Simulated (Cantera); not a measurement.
Input: 1 mol SiCl₄, 0.61 mol C₃H₈, 4.1 mol H₂, held at 10.5 Torr.

These are equilibrium values from Cantera (NASA tables, ideal gas, pure condensed phases), not measurements of a reactor. Candidate condensed phases: C, C₆H₆, C₇H₈, C₈H₁₈, Si, SiC; 109 gas species. The tables' values for SiCl₃, SiCl are old estimates; treat these amounts as uncertain. The numbers say what is thermodynamically allowed, not how fast it happens. All values below are at 1650 °C.

Base state: H₂ 0.559, HCl 0.400, SiCl₂ 0.0306, H 0.00595, Cl 0.00320, SiCl₃ 0.000591, C₂H₂ (acetylene) 0.000252, SiCl 0.000137 (mole fractions); condensed: C(graphite) + SiC(s).

**Question.** What changes in the equilibrium state with this change: pressure from 10.5 Torr to 5.70 Torr?

**Answer.** 
```tsv
species	before	after
H₂	0.559	0.558
HCl	0.400	0.399
SiCl₂	0.0306	0.0305
H	0.00595	0.00807
SiCl₄	1.48e-5	7.98e-6
Si	4.94e-5	9.10e-5
SiCl₃	0.000591	0.000433
SiCl	0.000137	0.000185
Cl	0.00320	0.00434
C(graphite), mol	1.10	1.09
SiC(s), mol	0.730	0.731
```

**Question.** What changes in the equilibrium state with this change: H₂ from 4.1 to 33 mol?

**Answer.** 
```
species             before     after
----------------  --------  --------
H₂                   0.559     0.887
HCl                  0.400     0.103
H                  0.00595   0.00750
SiCl₂               0.0306   0.00128
SiCl₄              1.48e-5   2.60e-8
SiCl₃             0.000591   5.07e-6
Cl                 0.00320  0.000656
C(graphite), mol      1.10     0.851
SiC(s), mol          0.730     0.948
```
The tables' values for SiCl are old estimates; treat these amounts as uncertain.
